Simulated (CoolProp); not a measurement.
A Linde-Hampson liquefier for nitrogen: isothermal reversible compression at 250 K from 1 atm to 15 MPa, throttling to 1 atm, return gas leaving the recuperator 2 K below the feed. Each further row changes one setting.

Model: reference Helmholtz-energy equation of state, Span 2000, in CoolProp.

```json
[
 {"case": "as stated", "liquid yield per pass": "___", "compression work (kJ/kg of gas)": "365"},
 {"case": "high pressure 30 MPa", "liquid yield per pass": "___", "compression work (kJ/kg of gas)": "___"},
 {"case": "warm-end temperature 280 K", "liquid yield per pass": "___", "compression work (kJ/kg of gas)": "___"},
 {"case": "warm-end gap 7 K", "liquid yield per pass": "___", "compression work (kJ/kg of gas)": "365"}
]
```

Task: What belongs in the gaps?

Result: 
- as stated, liquid yield per pass: 0.101
- high pressure 30 MPa, liquid yield per pass: 0.145
- high pressure 30 MPa, compression work (kJ/kg of gas): 418
- warm-end temperature 280 K, liquid yield per pass: 0.071
- warm-end temperature 280 K, compression work (kJ/kg of gas): 413
- warm-end gap 7 K, liquid yield per pass: 0.089
